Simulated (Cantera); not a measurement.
A perfectly stirred reactor is fed with NO : N₂ = 1 : 0.14 (molar parts), at 33.8 Torr; it is held at 1975 K, and followed from long to short residence time.

Detailed kinetics in Cantera: GRI-Mech 3.0 (53 species, 325 reactions). Radical loss at walls, strong at low pressure, is not modelled.

| quantity | before | after |
|---|---|---|
| x(NO) at τ = 20.0 s | 0.204 | 0.364 |
| x(N₂) at τ = 20.0 s | 0.459 | 0.379 |
| x(NO₂) at τ = 20.0 s | 9.78e-5 | 0.000173 |
| x(O₂) at τ = 20.0 s | 0.335 | 0.256 |
| x(O) at τ = 20.0 s | 0.00153 | 0.000735 |
| x(NO) at τ = 0.340 s | 0.840 | 0.860 |
| x(N₂) at τ = 0.340 s | 0.141 | 0.131 |
| x(NO₂) at τ = 0.340 s | 0.000101 | 9.08e-5 |
| x(O₂) at τ = 0.340 s | 0.0181 | 0.00832 |
| x(O) at τ = 0.340 s | 0.000532 | 0.000241 |

Name the change that produced these shifts.
A. NO 1 to 0.25 parts
B. NO 1 to 0.1 parts
C. temperature 1975 to 2150 K
D. temperature 1975 to 1900 K

D, temperature 1975 to 1900 K
